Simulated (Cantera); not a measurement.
Charge: 1 mol SiHCl₃, 79 mol N₂, held at 1423 K and 56.3 Torr.

These are equilibrium values from Cantera (NASA tables, ideal gas, pure condensed phases), not measurements of a reactor. N₂ is the only nitrogen source here; it is nearly inert below about 1500 K, so the nitride shown seldom forms there in practice. The tables' values for SiCl₃ are old estimates; treat these amounts as uncertain. Kinetics and transport are ignored.

```tsv
species	before	after
N₂	0.980	0.976
HCl	0.0116	0.0105
SiCl₂	0.00244	0.0104
SiCl₄	0.00403	0.000423
Cl	1.11e-5	5.40e-5
H₂	0.000426	0.000931
SiHCl₃	1.15e-5	5.42e-6
SiCl₃	0.00157	0.00134
Si₃N₄(s), mol	0.118	0.00498
```
Gas species are given as mole fractions.

What was changed between the two runs?
(A) temperature from 1423 K to 1600 K
(B) N₂ from 79 to 3.9 mol
(C) temperature from 1423 K to 975 K
(D) temperature from 1423 K to 1548.15 K

A, temperature from 1423 K to 1600 K
